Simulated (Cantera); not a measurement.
A perfectly stirred reactor is fed with 10.3 % CH₃OH, 18.8 % O₂, 70.9 % N₂, equivalence ratio 0.82, at 101000 Pa; it is adiabatic with a 400 K inlet, and is followed from long to short residence time, starting on the burning branch (τ in s: 0.5, 0.14, 0.039, 0.011, 0.0031, 0.00086, 0.00024, 6.7e-05, 1.9e-05, 5.3e-06).

Model: GRI-Mech 3.0 (53 species, 325 reactions), integrated in Cantera. GRI-Mech 3.0 was tuned for natural gas; its chemistry of methanol as a main component is partial and can be far from experiment.

Predict: blow-out, bracketed by the residence times tried; x(CH₃OH) at τ = 0.500 s; x(O₂) at τ = 0.500 s; x(H₂) at τ = 0.500 s; x(CO₂) at τ = 0.500 s; x(CH₃OH) at τ = 0.860 ms; x(O₂) at τ = 0.860 ms; x(H₂) at τ = 0.860 ms; x(CO₂) at τ = 0.860 ms; x(CH₂CO) at τ = 0.860 ms.


```json
{
 "blow_out_bracketed_by_the_residence_times_tried": "burning at 0.240 ms, out at 67.0 µs",
 "x(CH₃OH) at τ = 0.500 s": "3.03e-7",
 "x(O₂) at τ = 0.500 s": "0.0319",
 "x(H₂) at τ = 0.500 s": "0.000784",
 "x(CO₂) at τ = 0.500 s": "0.0958",
 "x(CH₃OH) at τ = 0.860 ms": "4.07e-5",
 "x(O₂) at τ = 0.860 ms": "0.0406",
 "x(H₂) at τ = 0.860 ms": "0.00679",
 "x(CO₂) at τ = 0.860 ms": "0.0800",
 "x(CH₂CO) at τ = 0.860 ms": "6.32e-9"
}
```
